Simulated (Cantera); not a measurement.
A perfectly stirred reactor is fed with CH4 : H2 = 1 : 26 (molar parts), at 1.80 bar; it is held at 1823 K, and followed from long to short residence time.

Computed with Cantera and GRI-Mech 3.0 (53 species, 325 reactions). GRI-Mech 3.0 stops at C3 and has no aromatics, soot or wall deposition, so with more carbon than oxygen in the feed, carbon stays in small species such as C2H2 where larger ones or solid carbon would form.

x: mole fraction; the columns are a selection and need not sum to one.

| τ (s) | x CH4 | x H2 | x C2H2 | x CH2 | x C2H |
|---|---|---|---|---|---|
| 2.2 | 0.0100 | 0.977 | 0.0126 | 2.49e-8 | 3.98e-8 |
| 0.96 | 0.0105 | 0.976 | 0.0123 | 2.61e-8 | 3.90e-8 |
| 0.41 | 0.0116 | 0.976 | 0.0118 | 2.86e-8 | 3.73e-8 |
| 0.18 | 0.0136 | 0.975 | 0.0109 | 3.30e-8 | 3.43e-8 |
| 0.077 | ___ | 0.973 | ___ | ___ | ___ |
| 0.033 | 0.0211 | 0.971 | 0.00732 | 4.99e-8 | 2.28e-8 |
| 0.014 | 0.0261 | 0.968 | 0.00499 | 6.04e-8 | 1.55e-8 |
| 0.0061 | 0.0303 | 0.966 | 0.00297 | 6.91e-8 | 9.17e-9 |
| 0.0026 | 0.0335 | 0.964 | 0.00150 | 7.48e-8 | 4.60e-9 |
| 0.0011 | 0.0353 | 0.963 | 0.000653 | 7.67e-8 | 1.98e-9 |
| 0.00049 | 0.0361 | 0.963 | ___ | 7.45e-8 | 7.62e-10 |

Task: Fill in the missing entries.

Result: 
- 0.077, x CH4: 0.0168
- 0.077, x C2H2: 0.00938
- 0.077, x CH2: 4.03e-8
- 0.077, x C2H: 2.94e-8
- 0.00049, x C2H2: 0.000259
